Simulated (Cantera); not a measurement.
A diamond (100) surface in a fixed gas of H2 with x(CH4) = 0.0026, x(H) = 0.013, x(CH3) = 0.00075, 143 Torr; coverages are run to steady state.

Cantera simulation using the Harris–Goodwin 1993 mechanism for the reconstructed diamond (100) surface; the numbers are that mechanism's predictions, not measurements.

θ: site fractions in the mechanism's names (c6HH fully hydrogenated, c6H* and c6*H radical sites, c6** diradical, c6HM methylated).

| T (K) | growth (µm/h) | θ c6HH | θ c6H* | θ c6*H | θ c6** | θ c6HM |
|---|---|---|---|---|---|---|
| 900 | ___ | 0.653 | 0.0103 | 0.276 | 0.00413 | 0.0459 |
| 975 | ___ | 0.593 | 0.0159 | 0.339 | 0.00774 | 0.0333 |
| 1050 | ___ | 0.534 | 0.0226 | 0.395 | 0.0131 | 0.0245 |
| 1125 | 113 | 0.479 | 0.0301 | 0.443 | 0.0203 | 0.0177 |
| 1200 | 121 | 0.431 | 0.0382 | 0.481 | 0.0296 | 0.0115 |
| 1275 | ___ | 0.389 | 0.0465 | 0.512 | 0.0409 | 0.00579 |
| 1350 | ___ | 0.352 | 0.0547 | 0.534 | 0.0536 | 0.00216 |

Question: Some entries are withheld; supply them.

Answer: 
- 900, growth (µm/h): 42.1
- 975, growth (µm/h): 64.0
- 1050, growth (µm/h): 89.1
- 1275, growth (µm/h): 101
- 1350, growth (µm/h): 71.5
